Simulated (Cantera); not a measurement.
# Ammonia decomposition in nitride growth gas

An isothermal, constant-pressure homogeneous reactor starts with 9.62 % NH3, 90.4 % H2, at 1550 K and 0.132 atm.

Detailed kinetics in Cantera: the gas-phase N/H chemistry of the illustrative SiF4/NH3 mechanism in the Surface Chemkin manual (1991). Walls and surfaces, which speed up NH3 decomposition in real reactors, are not modelled.

| t (s) | x NH3 | x H2 | x NH2 | x N2 | x NH | x H | x N2H2 |
|---|---|---|---|---|---|---|---|
| 6.00e-6 | 0.0962 | 0.904 | 8.34e-10 | <1e-12 | <1e-12 | 2.07e-9 | <1e-12 |
| 1.90e-5 | 0.0962 | 0.904 | 2.08e-9 | <1e-12 | <1e-12 | 7.10e-9 | <1e-12 |
| 6.00e-5 | 0.0962 | 0.904 | 5.98e-9 | <1e-12 | <1e-12 | 2.31e-8 | <1e-12 |
| 0.000190 | 0.0962 | 0.904 | 1.83e-8 | <1e-12 | <1e-12 | 7.35e-8 | <1e-12 |
| 0.000600 | 0.0962 | 0.904 | 5.73e-8 | <1e-12 | 1.23e-12 | 2.33e-7 | <1e-12 |
| 0.00190 | 0.0962 | 0.904 | 1.81e-7 | 8.04e-12 | 1.24e-11 | 7.38e-7 | 1.78e-12 |
| 0.00600 | 0.0962 | 0.904 | 5.70e-7 | 3.23e-10 | 1.24e-10 | 2.33e-6 | 1.95e-11 |
| 0.0190 | 0.0962 | 0.904 | 1.80e-6 | 1.13e-8 | 1.23e-9 | 7.36e-6 | 2.03e-10 |
| 0.0600 | 0.0961 | 0.904 | 5.52e-6 | 3.87e-7 | 1.16e-8 | 2.26e-5 | 2.04e-9 |
| 0.190 | 0.0961 | 0.904 | 1.29e-5 | 1.04e-5 | 6.32e-8 | 5.27e-5 | 1.21e-8 |
| 0.600 | 0.0960 | 0.904 | 1.48e-5 | 8.28e-5 | 8.33e-8 | 6.06e-5 | 1.62e-8 |
| 1.90 | 0.0954 | 0.904 | 1.47e-5 | 0.000322 | 8.30e-8 | 6.07e-5 | 1.61e-8 |
| 6.00 | 0.0938 | 0.905 | 1.45e-5 | 0.00106 | 8.21e-8 | 6.09e-5 | 1.56e-8 |
| 19.0 | 0.0890 | 0.908 | 1.39e-5 | 0.00328 | 7.94e-8 | 6.17e-5 | 1.43e-8 |
| 60.0 | 0.0760 | 0.915 | 1.22e-5 | 0.00916 | 7.17e-8 | 6.39e-5 | 1.10e-8 |
x: mole fraction; the columns are a selection and need not sum to one.

Equilibrium at this temperature and pressure: NH3 1.38e-6, H2 0.956, NH2 2.81e-10, N2 0.0439, NH 2.11e-12, H 8.49e-5, N2H2 <1e-12 (gas phase only).
